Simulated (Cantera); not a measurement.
A freely propagating, adiabatic, planar premixed flame of H2 : O2 : N2 : H2O = 1 : 0.238 : 0.895 : 0.021 (molar parts), equivalence ratio 2.1, unburnt at 450 K and 210000 Pa; mixture-averaged transport, grid criteria slope 0.08 and curve 0.16, no radiation.

Computed with Cantera and the H2/O2 subset of GRI-Mech 3.0, which has no nitrogen chemistry. The hydrogen kinetics of GRI-Mech 3.0 are dated; newer H2 mechanisms differ, most at raised pressure. Burning velocities carry a grid error of a few per cent, more on coarse grids.

x: mole fraction of selected species; z is measured from the peak of heat release.

```tsv
z (mm)	T (K)	u (m/s)	x H2	x O2	x OH	x O	x HO2	x H2O2
-0.451	450	5.52	0.464	0.110	<1e-8	<1e-8	<1e-8	<1e-8
-0.301	450	5.52	0.464	0.110	<1e-8	<1e-8	<1e-8	<1e-8
-0.226	450	5.52	0.464	0.110	<1e-8	<1e-8	<1e-8	<1e-8
-0.150	450	5.52	0.464	0.111	<1e-8	1.29e-8	?	1.03e-8
-0.0752	488	5.92	0.457	0.111	4.01e-5	6.17e-6	?	1.35e-5
-0.0376	765	9.02	0.423	0.104	0.000816	0.000194	?	5.48e-5
0	1169	13.4	0.354	0.0773	0.00141	0.00149	?	1.09e-5
0.0376	1457	16.5	0.281	0.0346	0.00277	0.00246	?	1.97e-6
0.0752	1604	18.1	0.247	0.0106	0.00322	0.00158	?	9.91e-7
0.150	1725	19.4	0.238	0.00118	0.00335	0.000721	?	5.23e-7
0.301	1832	20.5	0.245	0.000218	0.00321	0.000450	?	2.91e-7
0.602	1927	21.4	0.253	0.000112	0.00272	0.000252	?	1.50e-7
1.20	2004	22.1	0.260	5.13e-5	0.00202	0.000117	?	7.14e-8
```

Complete the blanks.


- -0.150, x HO2: 4.07e-7
- -0.0752, x HO2: 0.000328
- -0.0376, x HO2: 0.000416
- 0, x HO2: 0.000166
- 0.0376, x HO2: 6.54e-5
- 0.0752, x HO2: 1.93e-5
- 0.150, x HO2: 2.06e-6
- 0.301, x HO2: 4.35e-7
- 0.602, x HO2: 2.40e-7
- 1.20, x HO2: 1.21e-7
